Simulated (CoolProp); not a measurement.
Vapour-liquid equilibrium of propane (1) + n-perfluorobutane (2) at -39.45 °C; x and y are mole fractions of (1).

The numbers come from the multi-fluid Helmholtz-energy mixture model, Lemmon 2009 and Gao 2022; pair parameters Bell 2016 in CoolProp.

```tsv
x	bubble pressure, mixture model (bar)	bubble pressure, Raoult's law (bar)	y, mixture model	y, Raoult's law
0.05	0.4208	0.2147	0.618	0.265
0.125	0.7044	0.2875	0.783	0.495
0.2	0.8863	0.3604	0.835	0.631
0.275	0.9919	0.4333	0.857	0.722
0.35	1.046	0.5062	0.868	0.787
0.425	1.070	0.5791	0.873	0.835
0.5	1.079	0.6520	0.875	0.873
0.575	1.082	0.7249	___	0.903
0.65	1.086	0.7977	0.878	0.927
0.725	___	0.8706	0.882	0.948
0.8	___	0.9435	___	0.965
0.875	1.127	1.016	0.913	0.980
0.95	1.139	1.089	0.954	0.992
```

Q: What belongs in the gaps?

A: 
- 0.575, y, mixture model: 0.876
- 0.725, bubble pressure, mixture model (bar): 1.095
- 0.8, bubble pressure, mixture model (bar): 1.110
- 0.8, y, mixture model: 0.892

The largest gap from Raoult's law is +145.9 % in bubble pressure, at x = 0.2. No azeotrope shows between x = 0.05 and 0.95.

Pair parameters are fitted to limited data, so mixtures are less certain than the pure fluids. With so large a gap from Raoult's law the liquid may split in two, which this calculation doesn't test in full.
